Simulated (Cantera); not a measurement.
A Cantera script and what it prints.

```python
import numpy as np
import cantera as ct

gas_names = [...]  # 143 gases of nasa_gas.yaml made of C, Cl, F, H, Si
cond_names = """
    C(gr) C6H6(L) C7H8(L) C8H18(L),n-octa Si(cr) Si(L) SiC(b)
""".split()


# ... load() reads the species with a 1 bar reference pressure and builds the phases ...
atoms = {
    'CF4': {'C': 1, 'F': 4},
    'Si': {'Si': 1},
    'HCl': {'H': 1, 'CL': 1},
}
top_T = {'C(gr)': 4500, 'SiC(b)': 3050}  # K; cautious upper limits of use, not melting points


# ... equilibrate(T, P, feed) seeds the gas with the atoms and calls Mixture.equilibrate('TP', solver="vcs", rtol=1e-11, max_steps=5000) ...
results = []
feed = {'CF4': 1, 'Si': 0.034, 'HCl': 0.68}  # mol
T = 873  # K
P = 3.7  # Pa
mix = equilibrate(T, P, feed)
results.append((T, P, feed, dict(zip(mix.species_names, mix.species_moles))))
print(gas.report(threshold=0.0001))
for i in range(1, mix.n_phases):
    print(f"{mix.phase(i).name:16s} {mix.phase_moles(i):12.5e} mol")
```

It prints:

```
       temperature   873 K
          pressure   3.7 Pa
           density   3.206e-05 kg/m^3
  mean mol. weight   62.895 kg/kmol
   phase of matter   gas

                          1 kg             1 kmol
                     ---------------   ---------------
          enthalpy       -8.3635e+06       -5.2602e+08  J
   internal energy       -8.4789e+06       -5.3328e+08  J
           entropy            6074.4        3.8205e+05  J/K
    Gibbs function       -1.3666e+07       -8.5955e+08  J
 heat capacity c_p            1023.6             64379  J/K
 heat capacity c_v             891.4             56064  J/K

                      mass frac. Y      mole frac. X     chem. pot. / RT
                     ---------------   ---------------   ---------------
             CCLF3         0.0050048         0.0030134           -151.86
               CF4           0.67485            0.4823            -174.7
                CL         0.0013722         0.0024345           -20.501
               CL2           0.12597           0.11175           -41.003
               HCL          0.088344           0.15241           -48.749
                HF          0.072844             0.229           -71.588
              SiF4          0.031558           0.01907           -274.93
     [ +136 minor]         5.659e-05        2.9397e-05

C(gr)             1.34701e-01 mol
Si(cr)            0.00000e+00 mol
SiC(b)            0.00000e+00 mol
```

These are equilibrium values from Cantera (NASA tables, ideal gas, pure condensed phases), not measurements of a reactor. Condensed phases not in the tables: fluorocarbon polymer. Gases not in the tables: C2F6 and larger saturated fluorocarbons.
